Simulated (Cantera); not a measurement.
Roasting and sulfation: FeS2 + SO3 + N2

A closed system holds: 1 mol FeS2, 0.079 mol SO3, 2.4 mol N2, equilibrated at 2330 Torr.

Method: chemical equilibrium by Gibbs-energy minimisation in Cantera with the NASA 1993 tables (ideal gas, pure condensed phases). Candidate condensed phases: Fe, FeO, FeS, FeSO4, FeS2, Fe2O3, Fe2(SO4)3, Fe3O4, S; 19 gas species. FeS: taken at fixed stoichiometry. Gases not in the tables: S3 to S7. The numbers say what is thermodynamically allowed, not how fast it happens.

```csv
T (K),x N2,x S2,x SO2,x S2O,x SO,x S,n FeS(s),n FeS2(s),n FeS(l)
875,0.952,0.00123,0.0469,0.000118,2.49e-7,3.38e-12,0.0462,0.954,0
925,0.943,0.0101,0.0463,0.000550,1.03e-6,4.81e-11,0.0930,0.907,0
975,0.889,0.0665,0.0428,0.00212,3.59e-6,5.21e-10,0.408,0.592,0
1025,0.801,0.157,0.0377,0.00371,8.68e-6,2.94e-9,1.00,0,0
1075,0.801,0.158,0.0377,0.00364,1.69e-5,9.56e-9,1.00,0,0
1125,0.801,0.158,0.0378,0.00357,3.09e-5,2.80e-8,1.00,0,0
1175,0.801,0.158,0.0378,0.00351,5.37e-5,7.50e-8,1.00,0,0
1225,0.801,0.158,0.0378,0.00346,8.92e-5,1.85e-7,1.00,0,0
1275,0.801,0.158,0.0378,0.00341,0.000142,4.27e-7,1.00,0,0
1325,0.801,0.158,0.0378,0.00336,0.000219,9.23e-7,1.00,0,0
1375,0.801,0.158,0.0377,0.00331,0.000327,1.89e-6,1.00,0,0
1425,0.801,0.158,0.0377,0.00327,0.000475,3.67e-6,1.00,0,0
1475,0.801,0.158,0.0376,0.00323,0.000671,6.83e-6,0,0,1.00
1525,0.801,0.158,0.0375,0.00319,0.000927,1.22e-5,0,0,1.00
```
x: gas mole fraction; n: condensed amount in mol.

From 875 K to 975 K the condensed part is FeS(s) + FeS2(s). From 1025 K to 1425 K the condensed part is FeS(s). From 1475 K to 1525 K the condensed part is FeS(l).
